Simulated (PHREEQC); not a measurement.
A solution holds 0.039 mol HF and 0.0039 mol (CH3)4NF per kg of water, at 20 °C. Closed to the air; pH follows from the charge balance.

Computed with PHREEQC (ion-association model, phreeqc.dat).

Precipitation was switched off in this run.

Task: Predict the pH.

Result: pH 2.42.

Task: In which forms is F present?

Result: HF 79 %, F- 17 %, HF2- 4.2 % of the F.

(CH3)4N+ isn't in the database: it is added as a free cation with an ion size of 4 Å.
